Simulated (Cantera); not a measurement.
Charge: 1 mol Si, 2.8 mol F₂, 0.32 mol N₂, held at 825 K and 10.0 mbar.

Method: chemical equilibrium by Gibbs-energy minimisation in Cantera with the NASA 1993 tables (ideal gas, pure condensed phases). Kinetics and transport are ignored.

| species | before | after |
|---|---|---|
| SiF₄ | 0.459 | 0.598 |
| NF₃ | 0.00771 | 0.269 |
| F₂ | 0.322 | 0.0750 |
| F | 0.0684 | 0.000704 |
| N₂ | 0.143 | 0.0570 |
Gas species are given as mole fractions.

Problem. Which change was made?
A) temperature from 825 K to 1125 K
B) temperature from 825 K to 800 K
C) temperature from 825 K to 623.15 K
D) temperature from 825 K to 1300 K

Solution. C, temperature from 825 K to 623.15 K
